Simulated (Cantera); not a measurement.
A Cantera script and its output.

```python
import numpy as np
import cantera as ct

gas = ct.Solution("gri30.yaml")
gas.TPX = 323, 46000, {'CH4': 1, 'O2': 2, 'N2': 8.6}
inlet = ct.Reservoir(gas, clone=True)
gas.equilibrate("HP")  # start burning
reactor = ct.IdealGasConstPressureReactor(gas, energy="on", clone=False)
exhaust = ct.Reservoir(gas, clone=True)
tau = [0.033, 0.012, 0.0044, 0.0016, 0.0006, 0.00022, 8e-05, 2.9e-05, 1.1e-05][0]
for a, b in ((inlet, reactor), (reactor, exhaust)):
    ct.MassFlowController(a, b, mdot=lambda t: reactor.mass / tau)
net = ct.ReactorNet([reactor])
show = ['CH4', 'O2', 'C2H2', 'N2O', 'H2', 'C2H6']

rows = []
print(f"{'tau/s':>10s}{'T/K':>9s}" + "".join(f"{s:>11s}" for s in show))
for tau in [0.033, 0.012, 0.0044, 0.0016, 0.0006, 0.00022, 8e-05, 2.9e-05, 1.1e-05]:
    net.initial_time = 0.0
    net.advance(30 * tau)
    before = gas.X
    net.advance(40 * tau)
    drift = np.max(np.abs(gas.X - before) / (gas.X + 1e-9))
    rows.append([gas.T, *gas[show].X, drift])
    print(f"{tau:10.3e}{gas.T:9.1f}" + "".join(f"{x:11.3e}" for x in gas[show].X))
```

It prints:

```
     tau/s      T/K        CH4         O2       C2H2        N2O         H2       C2H6
 3.300e-02   2010.4  1.536e-05  9.362e-03  4.574e-09  5.602e-08  6.821e-03  5.098e-11
 1.200e-02   1956.3  3.122e-05  1.184e-02  1.001e-08  5.219e-08  8.784e-03  1.709e-10
 4.400e-03   1892.0  6.691e-05  1.462e-02  2.499e-08  4.846e-08  1.094e-02  6.429e-10
 1.600e-03   1819.7  1.580e-04  1.781e-02  7.936e-08  4.509e-08  1.303e-02  3.079e-09
 6.000e-04   1744.7  4.177e-04  2.196e-02  3.391e-07  4.212e-08  1.469e-02  2.062e-08
 2.200e-04   1635.5  1.824e-03  3.283e-02  3.863e-06  3.565e-08  1.661e-02  5.915e-07
 8.000e-05    323.0  8.621e-02  1.724e-01 -2.106e-18 -2.030e-21 -1.807e-15 -8.485e-17
 2.900e-05    323.0  8.621e-02  1.724e-01  3.905e-20  3.763e-23  3.350e-17  1.573e-18
 1.100e-05    323.0  8.621e-02  1.724e-01  9.642e-23  9.292e-26  8.273e-20  3.884e-21
```

Detailed kinetics in Cantera: GRI-Mech 3.0 (53 species, 325 reactions).
